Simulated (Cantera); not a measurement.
A closed system holds: 1 mol Si3N4, 0.016 mol C, 0.059 mol H2, at 1573 K and 1.00 mbar.

Method: chemical equilibrium by Gibbs-energy minimisation in Cantera with the NASA 1993 tables (ideal gas, pure condensed phases). Candidate condensed phases: C, C6H6, C7H8, C8H18, Si, SiC, Si3N4; 105 gas species. Mutual solubility and eutectic melting of coexisting phases are not modelled. Equilibrium is a limit: real reactors are often held back by kinetics, nucleation or transport.

Question: What is the equilibrium state?

Answer: 
```json
{
  "x(H2)": "0.813",
  "x(N2)": "0.186",
  "x(H)": "0.00116",
  "x(Si)": "5.50e-5",
  "x(HCN)": "6.43e-6",
  "x(SiH)": "3.77e-6",
  "x(SiH2)": "2.98e-6",
  "x(Si2N)": "1.17e-6",
  "n(Si(s))": "0.00427 mol",
  "n(SiC(s))": "0.0160 mol",
  "n(Si3N4(s))": "0.993 mol",
  "gas_amount": "0.07256 mol",
  "log10 activity of C(graphite) (absent)": "-2.02"
}
```
